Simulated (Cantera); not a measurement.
Feed: 1 mol SiCl4, 1.8 mol O3, 0.93 mol N2O, held at 75.0 Torr.

Method: chemical equilibrium by Gibbs-energy minimisation in Cantera with the NASA 1993 tables (ideal gas, pure condensed phases). Candidate condensed phases: Si, SiO2, Si2N2O, Si3N4; 23 gas species. Equilibrium is a limit: real reactors are often held back by kinetics, nucleation or transport. All values below are at 1048 K.

Base state: O2 0.425, Cl2 0.391, N2 0.182, Cl 0.00153, NO 3.54e-5, ClO 1.73e-5 (mole fractions); condensed: SiO2(β-quartz).

Problem. What changes in the equilibrium state with this change: O3 from 1.8 to 0.099 mol?

Solution. 
```json
[
 {"species": "Cl2", "before": "0.391", "after": "0.481"},
 {"species": "N2", "before": "0.182", "after": "0.365"},
 {"species": "SiCl4", "before": "<1e-9", "after": "0.152"},
 {"species": "O2", "before": "0.425", "after": "<1e-9"},
 {"species": "NO", "before": "3.54e-5", "after": "1.16e-9"},
 {"species": "ClO", "before": "1.73e-5", "after": "<1e-9"},
 {"species": "SiO2(β-quartz), mol", "before": "1.00", "after": "0.614"}
]
```
